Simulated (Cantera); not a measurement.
A diamond (100) surface in a fixed gas of H2 with x(CH4) = 0.019, x(H) = 0.0042, x(CH3) = 0.00072, 0.260 bar; coverages are run to steady state.

Model: the Harris–Goodwin 1993 mechanism for the reconstructed diamond (100) surface, integrated in Cantera.

θ: site fractions in the mechanism's names (c6HH fully hydrogenated, c6H* and c6*H radical sites, c6** diradical, c6HM methylated).

| T (K) | growth (µm/h) | θ c6HH | θ c6H* | θ c6*H | θ c6** | θ c6HM |
|---|---|---|---|---|---|---|
| 950 | ___ | 0.562 | 0.0125 | 0.291 | 0.00557 | 0.0990 |
| 1025 | ___ | 0.517 | 0.0186 | 0.351 | 0.00984 | 0.0731 |
| 1100 | 123 | 0.474 | 0.0258 | 0.405 | 0.0158 | 0.0521 |
| 1175 | 128 | 0.437 | 0.0339 | 0.452 | 0.0236 | 0.0319 |
| 1250 | ___ | 0.405 | 0.0426 | 0.493 | 0.0330 | 0.0142 |
| 1325 | ___ | 0.373 | 0.0511 | 0.521 | 0.0432 | 0.00460 |
| 1400 | ___ | 0.345 | 0.0589 | 0.537 | 0.0534 | 0.00131 |

Q: Complete the blanks.

A: 
- 950, growth (µm/h): 66.5
- 1025, growth (µm/h): 96.0
- 1250, growth (µm/h): 97.3
- 1325, growth (µm/h): 64.5
- 1400, growth (µm/h): 51.2
